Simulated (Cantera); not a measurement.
**Moist CO burnout**

An isothermal, constant-pressure homogeneous reactor starts with 0.983 % CO, 0.727 % O2, 0.0364 % H2O, 98.3 % N2, at 1273 K and 10.0 bar.

Detailed kinetics in Cantera: GRI-Mech 3.0 (53 species, 325 reactions).

| t (s) | x CO | x O2 | x H2O | x OH | x O | x NO | x CO2 |
|---|---|---|---|---|---|---|---|
| 4.00e-6 | 0.00983 | 0.00727 | 0.000364 | 1.33e-12 | 4.15e-10 | <1e-12 | 4.24e-10 |
| 9.72e-6 | 0.00983 | 0.00727 | 0.000364 | 5.50e-12 | 9.94e-10 | <1e-12 | 1.05e-9 |
| 2.36e-5 | 0.00983 | 0.00727 | 0.000364 | 2.03e-11 | 2.34e-9 | <1e-12 | 2.67e-9 |
| 5.74e-5 | 0.00983 | 0.00727 | 0.000364 | 6.66e-11 | 5.30e-9 | <1e-12 | 7.26e-9 |
| 0.000139 | 0.00983 | 0.00727 | 0.000364 | 2.19e-10 | 1.13e-8 | <1e-12 | 2.30e-8 |
| 0.000339 | 0.00983 | 0.00727 | 0.000364 | 8.23e-10 | 2.42e-8 | <1e-12 | 9.71e-8 |
| 0.000823 | 0.00982 | 0.00727 | 0.000364 | 4.56e-9 | 8.23e-8 | <1e-12 | 7.03e-7 |
| 0.00200 | 0.00981 | 0.00726 | 0.000363 | 8.74e-8 | 1.19e-6 | 6.77e-12 | 1.69e-5 |
| 0.00486 | 0.00938 | 0.00704 | 0.000358 | 5.38e-7 | 5.35e-6 | 2.19e-9 | 0.000448 |
| 0.0118 | 0.00796 | 0.00634 | 0.000356 | 6.47e-7 | 5.57e-6 | 3.11e-8 | 0.00187 |
| 0.0287 | 0.00529 | 0.00500 | 0.000357 | 6.59e-7 | 4.67e-6 | 1.89e-7 | 0.00456 |
| 0.0697 | 0.00208 | 0.00340 | 0.000361 | 6.58e-7 | 2.93e-6 | 6.54e-7 | 0.00778 |
| 0.169 | 0.000296 | 0.00251 | 0.000364 | 6.15e-7 | 9.34e-7 | 1.19e-6 | 0.00958 |
| 0.412 | 7.40e-6 | 0.00237 | 0.000365 | 4.70e-7 | 8.80e-8 | 1.45e-6 | 0.00987 |
| 1.00 | 1.10e-7 | 0.00237 | 0.000365 | 1.85e-7 | 8.23e-9 | 1.60e-6 | 0.00987 |
x: mole fraction; the columns are a selection and need not sum to one.

Equilibrium at this temperature and pressure: CO 5.71e-9, O2 0.00235, H2O 0.000365, OH 8.46e-8, O 1.66e-9, NO 3.94e-5, CO2 0.00987 (gas phase only).
